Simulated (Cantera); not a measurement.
## Adiabatic ignition

An adiabatic, constant-pressure homogeneous reactor starts with 26.1 % H2, 15.5 % O2, 58.4 % N2, equivalence ratio 0.84, at 1625 K and 760 Torr.

Detailed kinetics in Cantera: GRI-Mech 3.0 (53 species, 325 reactions).

```
t (s)     T (K)    x H2    x O2      x O   x H2O      x NO    x N2O     x H
--------  -----  ------  ------  -------  ------  --------  -------  ------
7.00e-6    1635   0.238   0.145  0.00220  0.0153   7.02e-9  2.34e-9  0.0126
2.96e-5    2260  0.0483  0.0427   0.0273   0.179   6.51e-5  9.15e-8  0.0581
0.000125   2767  0.0363  0.0342   0.0141   0.219  0.000748  3.67e-7  0.0222
0.000528   2844  0.0333  0.0312   0.0114   0.227   0.00527  5.58e-7  0.0175
0.00223    2838  0.0339  0.0287   0.0106   0.228    0.0122  6.41e-7  0.0172
0.00942    2837  0.0339  0.0284   0.0106   0.228    0.0128  6.52e-7  0.0172
0.0398     2837  0.0339  0.0284   0.0106   0.228    0.0128  6.52e-7  0.0172
0.168      2837  0.0339  0.0284   0.0106   0.228    0.0128  6.52e-7  0.0172
0.710      2837  0.0339  0.0284   0.0106   0.228    0.0128  6.52e-7  0.0172
3.00       2837  0.0339  0.0284   0.0106   0.228    0.0128  6.52e-7  0.0172
```
x: mole fraction; the columns are a selection and need not sum to one.

The time of steepest temperature rise is 8.96 µs. The temperature at 3.00 s is 2837 K. The equilibrium temperature is 2837 K. The x(H2) at 3.00 s is 0.0339 (gas-phase equilibrium 0.0339) and the x(O2) at 3.00 s is 0.0284 (gas-phase equilibrium 0.0284). The x(O) at 3.00 s is 0.0106 (gas-phase equilibrium 0.0106).
